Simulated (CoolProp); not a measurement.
CF4 (R14) along the isotherm -35.65 °C: Z from the reference equation and from simpler models built on Tc = -45.8 °C, pc = 37.62 bar, ω = 0.178; each cubic takes its own stable root.

Computed with CoolProp (reference Helmholtz-energy equation of state, Platzer 1990). This equation is an older, rougher fit; its heat capacities, sound speeds and derivatives of the liquid may be far off and weren't checked against measurements.

```csv
p (bar),phase,reference,van der Waals,Peng-Robinson
0.595,gas,0.9953,0.9958,0.9947
0.926,gas,0.9926,0.9934,0.9918
1.44,gas,0.9885,0.9897,0.9872
2.25,gas,0.9820,0.9838,0.9799
3.5,gas,0.9719,0.9746,0.9686
5.44,gas,0.9559,0.9601,0.9509
8.48,gas,0.9303,0.9366,0.9225
13.2,gas,0.8888,0.8980,0.8767
20.6,gas,0.8182,0.8307,0.8001
32,gas,0.6879,0.7004,0.6638
49.8,supercritical,0.3488,0.3643,0.3601
77.6,supercritical,0.3500,0.4476,0.3538
121,supercritical,0.4849,0.6224,0.4653
188,supercritical,0.6933,0.8877,0.6416
```
